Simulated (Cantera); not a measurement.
Input: 1 mol FeS₂, 0.55 mol H₂, 0.54 mol H₂O, equilibrated at 1425 K and 13.3 mbar.

Equilibrium computed with Cantera from the NASA thermochemical tables; the gas is ideal and each condensed phase is pure. Candidate condensed phases: Fe, FeO, Fe(OH)₂, Fe(OH)₃, FeS, FeSO₄, FeS₂, Fe₂O₃, Fe₂(SO₄)₃, Fe₃O₄, H₂O, H₂SO₄, S; 22 gas species. FeS: taken at fixed stoichiometry. Kinetics and transport are ignored.

Q: What is the equilibrium state?

A: 
```json
{
  "x(H₂O)": "0.337",
  "x(H₂)": "0.284",
  "x(S₂)": "0.275",
  "x(H₂S)": "0.0916",
  "x(SO₂)": "0.00763",
  "x(SH)": "0.00331",
  "x(SO)": "0.000959",
  "x(S₂O)": "0.000573",
  "x(S)": "7.40e-5",
  "n(FeS(s))": "1.000 mol",
  "gas_amount": "1.527 mol",
  "log10 activity of Fe(γ) (absent)": "-1.43",
  "log10 activity of S(l) (absent)": "-2.35",
  "log10 activity of Fe(OH)₂(s) (absent)": "-8.78"
}
```
